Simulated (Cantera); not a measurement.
An isothermal, constant-pressure homogeneous reactor starts with 3.77 % H2, 8.02 % O2, 88.2 % N2, at 1025 K and 15000 Pa.

Cantera simulation using the H2/O2 subset of GRI-Mech 3.0, which has no nitrogen chemistry; the numbers are that mechanism's predictions, not measurements. The temperature is held fixed by assumption; the heat of reaction is taken as removed at once.

x: mole fraction; the columns are a selection and need not sum to one.

```json
[
 {"t (s)": "0.000100", "x H2": "0.0377", "x O2": "0.0802", "x O": "1.75e-11", "x HO2": "6.82e-11", "x OH": "8.02e-12"},
 {"t (s)": "0.000388", "x H2": "0.0377", "x O2": "0.0802", "x O": "4.30e-10", "x HO2": "4.10e-10", "x OH": "1.72e-10"},
 {"t (s)": "0.00151", "x H2": "0.0377", "x O2": "0.0802", "x O": "6.18e-6", "x HO2": "2.13e-6", "x OH": "?"},
 {"t (s)": "0.00585", "x H2": "0.000566", "x O2": "0.0626", "x O": "0.000451", "x HO2": "5.74e-6", "x OH": "?"},
 {"t (s)": "0.0227", "x H2": "3.75e-5", "x O2": "0.0625", "x O": "1.76e-5", "x HO2": "1.31e-6", "x OH": "?"},
 {"t (s)": "0.0881", "x H2": "2.85e-6", "x O2": "0.0625", "x O": "1.50e-6", "x HO2": "1.72e-7", "x OH": "?"},
 {"t (s)": "0.342", "x H2": "1.49e-7", "x O2": "0.0625", "x O": "1.80e-7", "x HO2": "2.07e-8", "x OH": "?"},
 {"t (s)": "1.33", "x H2": "1.22e-8", "x O2": "0.0625", "x O": "3.19e-8", "x HO2": "3.58e-9", "x OH": "?"},
 {"t (s)": "5.15", "x H2": "2.26e-9", "x O2": "0.0625", "x O": "7.12e-9", "x HO2": "8.23e-10", "x OH": "?"},
 {"t (s)": "20.0", "x H2": "5.25e-10", "x O2": "0.0625", "x O": "1.75e-9", "x HO2": "2.62e-10", "x OH": "?"}
]
```

Question: What belongs in the gaps?

Answer: 
- 0.00151, x OH: 2.53e-6
- 0.00585, x OH: 0.000263
- 0.0227, x OH: 3.64e-5
- 0.0881, x OH: 1.12e-5
- 0.342, x OH: 4.01e-6
- 1.33, x OH: 1.68e-6
- 5.15, x OH: 7.91e-7
- 20.0, x OH: 3.92e-7
